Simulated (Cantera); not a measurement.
**Equilibrium for silicon epitaxy and polysilicon growth: Si2Cl6 + HCl + H2 + Cl2**

Input: 1 mol Si2Cl6, 0.21 mol HCl, 17 mol H2, 0.1 mol Cl2, held at 1398.15 K.

These are equilibrium values from Cantera (NASA tables, ideal gas, pure condensed phases), not measurements of a reactor. Candidate condensed phases: Si; 19 gas species. The feed counts by its element totals alone. The tables' values for SiCl3 are old estimates; treat these amounts as uncertain. Equilibrium is a limit: real reactors are often held back by kinetics, nucleation or transport.

```
P (Pa)   x H2   x HCl  x SiCl2   x SiCl4  x SiHCl3  x SiCl3  x SiH2Cl2       x H  n Si(s)
------  -----  ------  -------  --------  --------  -------  ---------  --------  -------
100     0.770   0.146   0.0813  0.000243   9.03e-5  0.00215    5.04e-6  0.000132    0.301
350     0.773   0.144   0.0786  0.000798  0.000301  0.00383    1.71e-5   7.05e-5    0.307
1300    0.778   0.139   0.0729   0.00255   0.00100  0.00660    5.94e-5   3.67e-5    0.323
4500    0.788   0.130   0.0629   0.00657   0.00280  0.00984   0.000180   1.98e-5    0.352
16000   0.804   0.115   0.0482    0.0137   0.00674   0.0124   0.000499   1.06e-5    0.388
56000   0.823  0.0954   0.0326    0.0219    0.0133   0.0129    0.00121   5.75e-6    0.405
200000  0.841  0.0748   0.0196    0.0284    0.0224   0.0114    0.00265   3.07e-6    0.379
```
x: gas mole fraction; n: condensed amount in mol.

From 0.750 Torr to 1500 Torr the condensed part is Si(s). The main Si-bearing gas is SiCl2 at 0.750 Torr and SiCl4 at 1500 Torr. The share of Si in condensed phases is highest at 420 Torr (20.2 %) and lowest at 0.750 Torr (15.1 %).
